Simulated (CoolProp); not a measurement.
Vapour-liquid equilibrium of cyclohexane (1) + n-heptane (2) at 227.55 °C; x and y are mole fractions of (1).

Computed with CoolProp (multi-fluid Helmholtz-energy mixture model, Zhou 2014 and Span 2003; pair parameters Bell 2016).

Task: Give the bubble pressure and the first vapour's composition at x = 0.05, 0.2, 0.35. Is there an azeotrope?

Result: x = 0.05: 1.560 MPa, y = 0.058; x = 0.2: 1.633 MPa, y = 0.227; x = 0.35: 1.708 MPa, y = 0.388. No azeotrope shows between x = 0.05 and 0.95.

Pair parameters are fitted to limited data, so mixtures are less certain than the pure fluids.
